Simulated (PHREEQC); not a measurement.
NaOH is added in steps, without added water, to 1 kg of water holding 0.0031 mol HF and 0.0002 mol NiCl2, at 20 °C. O2 is buffered at 0.21 atm. The system is closed to CO2. Solids allowed: Ni(OH)2, Halite. Others were left out.

Base run: PHREEQC, ion-association model, wateq4f.dat. Each further column changes one thing. The table gives Ni+2 (mol/kgw).

```
NaOH added (mol)      base  all activity coefficients set to 1  Davies equation for every ion  metal-ligand complexes left out  Debye-Hückel limiting law
----------------  --------  ----------------------------------  -----------------------------  -------------------------------  -------------------------
0                 0.000196                            0.000195                       0.000196                         0.000200                   0.000196
0.00068           0.000195                            0.000194                       0.000195                         0.000200                   0.000195
0.00102           0.000195                            0.000193                       0.000195                         0.000200                   0.000195
0.0017            0.000193                            0.000192                       0.000193                         0.000200                   0.000194
0.00238           0.000192                            0.000190                       0.000192                         0.000200                   0.000192
0.00272           0.000192                            0.000189                       0.000192                         0.000200                   0.000192
0.0034             4.76e-5                             4.70e-5                        4.76e-5                          4.99e-5                    4.77e-5
0.00408           5.44e-12                            3.60e-12                       5.43e-12                         5.44e-12                   5.62e-12
0.00442           2.19e-12                            1.43e-12                       2.19e-12                         2.19e-12                   2.28e-12
0.0051            7.47e-13                            4.73e-13                       7.45e-13                         7.47e-13                   7.79e-13
0.00578           3.78e-13                            2.33e-13                       3.77e-13                         3.78e-13                   3.96e-13
0.00612           2.90e-13                            1.76e-13                       2.89e-13                         2.90e-13                   3.05e-13
0.0068            1.87e-13                            1.11e-13                       1.87e-13                         1.87e-13                   1.98e-13
```

The database's Ni(OH)2 is the aged solid; a fresh precipitate is more soluble.
